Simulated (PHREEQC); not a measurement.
Solution (50 °C): 0.0024 mol H2SO4, 0.22 mol ZnSO4 and 0.0025 mol MnSO4 per kg of water. Closed to the air; pH follows from the charge balance.

Equilibrium calculation in PHREEQC: ion-association model, phreeqc.dat.

| Item | Value |
|---|---|
| pH | 3.01 |
| ionic strength | 0.420 mol/kgw |
| density | 1.023 g/cm³ |
| total alkalinity | -4.80 meq/kg |

| species | molality | activity | log γ |
|---|---|---|---|
| Zn+2 | 0.104 | 0.0223 | -0.667 |
| ZnSO4 | 0.0826 | 0.0910 | 0.042 |
| SO4-2 | 0.0703 | 0.0146 | -0.684 |
| Zn(SO4)2-2 | 0.0336 | 0.00902 | -0.571 |
| HSO4- | 0.00351 | 0.00253 | -0.143 |
| Mn+2 | 0.00131 | 0.000326 | -0.604 |

Precipitation was switched off in this run. At this temperature some constants are extrapolated from 25 °C, and those without enthalpy data are left unchanged.
